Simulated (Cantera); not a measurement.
# Low-pressure radical oxidation in H2/O2

An isothermal, constant-pressure homogeneous reactor starts with 0.735 % H2, 99.3 % O2, at 1450 K and 10.00 Torr.

Cantera simulation using GRI-Mech 3.0 (53 species, 325 reactions); the numbers are that mechanism's predictions, not measurements. Radical loss at walls, strong at low pressure, is not modelled.

```
t (s)        x H2   x O2       x H       x O    x H2O2
--------  -------  -----  --------  --------  --------
0.000500  0.00735  0.993   2.64e-8   3.19e-7  1.23e-10
0.00125   0.00734  0.993   2.05e-7   3.08e-6  5.77e-10
0.00313   0.00675  0.992   2.53e-5  0.000394   1.81e-9
0.00783   3.46e-5  0.986  0.000149   0.00646   6.08e-9
0.0196    2.07e-5  0.986  0.000138   0.00641   5.54e-9
0.0490    1.99e-5  0.986  0.000130   0.00616   5.46e-9
0.122     1.82e-5  0.986  0.000113   0.00560   5.26e-9
0.306     1.47e-5  0.988   8.11e-5   0.00448   4.81e-9
0.766     9.32e-6  0.989   4.03e-5   0.00280   3.89e-9
1.92      4.09e-6  0.991   1.15e-5   0.00120   2.51e-9
4.79      1.24e-6  0.992   1.88e-6  0.000359   1.18e-9
12.0      3.08e-7  0.992   2.32e-7   8.85e-5  4.25e-10
30.0      9.15e-8  0.993   3.75e-8   2.62e-5  1.70e-10
```
x: mole fraction; the columns are a selection and need not sum to one.

Equilibrium at this temperature and pressure: H2 6.09e-8, O2 0.993, H 2.03e-8, O 1.74e-5, H2O2 1.30e-10 (gas phase only).
